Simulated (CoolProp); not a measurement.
Saturation properties of dimethyl ether (Tc = 127.2 °C, pc = 5.337 MPa, ω = 0.196).

Values from CoolProp's reference Helmholtz-energy equation of state, Wu 2011.

```csv
T (°C),p (MPa),vapour density (kg/m³),liquid cp (kJ/(kg K)),surface tension (mN/m)
8.95,0.3608,7.751,2.357,13.6
15.75,0.4478,___,2.388,___
22.65,0.5512,11.64,2.422,11.6
29.55,___,___,2.461,10.7
36.35,0.8083,16.94,2.503,9.76
43.25,0.9672,20.27,2.551,8.83
50.15,1.148,24.12,2.606,7.93
57.05,1.353,28.59,2.669,7.05
63.85,1.579,33.69,2.742,6.20
70.75,1.837,39.72,___,___
77.65,2.124,46.78,2.941,4.55
84.45,2.439,54.99,3.080,3.78
91.35,2.793,64.97,3.270,3.03
98.25,3.184,77.19,3.545,2.31
105.15,3.616,92.65,3.985,1.64
```

What belongs in the gaps?


- 15.75, vapour density (kg/m³): 9.528
- 15.75, surface tension (mN/m): 12.6
- 29.55, p (MPa): 0.6716
- 29.55, vapour density (kg/m³): 14.11
- 70.75, liquid cp (kJ/(kg K)): 2.831
- 70.75, surface tension (mN/m): 5.36

It boils at -24.8 °C under 1 atm.

Surface tension comes from a separate correlation (Mulero 2012).
